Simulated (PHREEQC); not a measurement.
Nickel, zinc or cadmium bath

Dissolve 0.25 mol ZnSO4, 0.022 mol NaCl and 0.011 mol MnSO4 per kg of water at 20 °C. Closed to the air; pH follows from the charge balance.

The numbers come from PHREEQC with the ion-association model, wateq4f.dat.

No solid was allowed to form.

Problem. Predict the pH.

Solution. pH 5.46.

Problem. In which forms is S present?

Solution. Zn(SO4)2-2 35 %, ZnSO4 34 %, SO4-2 29 %, MnSO4 1.5 %, NaSO4- 0.6 % of the S.
